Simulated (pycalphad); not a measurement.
**Effect of Si content in Al-Si-Fe**

Source of the numbers: pycalphad with the COST 507 light-alloy database (1999); pressure 1 atm. The database dates from 1999; later assessments differ in places, in temperatures and in the compounds included. Amounts are mole fractions of atoms.

| alloy | liquidus (K) | first solid | solidus (K) | phases at 875 K |
|---|---|---|---|---|
| Al-1.685Si-4.702Fe (wt.%) | 1028 | AL13FE4 | 893 | fcc 0.87, ALFESI_ALPHA 0.11, ALFESI_BETA 0.02 |
| Al-2.242Si-4.701Fe (wt.%) | 1024 | AL13FE4 | 893 | fcc 0.86, ALFESI_BETA 0.09, ALFESI_ALPHA 0.05 |
| Al-3.357Si-4.699Fe (wt.%) | (withheld) | AL13FE4 | (withheld) | (withheld) |

Q: Complete the blanks.

A: 
- Al-3.357Si-4.699Fe (wt.%), liquidus (K): 1016
- Al-3.357Si-4.699Fe (wt.%), solidus (K): 864
- Al-3.357Si-4.699Fe (wt.%), phases at 875 K: fcc 0.82, ALFESI_BETA 0.15, liquid 0.02

Database names, with the compositions (at.%) that they take in these runs: AL13FE4: Al 76 Fe 24; ALFESI_ALPHA: Al 71-73 Fe 19 Si 8-10; ALFESI_BETA: Al 70 Si 15 Fe 15.
